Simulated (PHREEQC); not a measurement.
Make-up at 25 °C: 0.062 mol NH4Cl and 0.0031 mol K2HPO4 per kg of water. Closed to the air; pH follows from the charge balance.

Equilibrium calculation in PHREEQC: ion-association model, wateq4f.dat.

Precipitation was switched off in this run.

Question: Order these P species by the share of P that they hold, largest first: KHPO4-, H2PO4-, HPO4-2.

Answer: HPO4-2 (76 %), H2PO4- (24 %), KHPO4- (0.38 %)

The pH is 7.42 and the ionic strength 0.0698 mol/kgw. Species that the database lacks are ignored. H3PO4, which wateq4f.dat lacks, is added to it with the constant of phreeqc.dat.
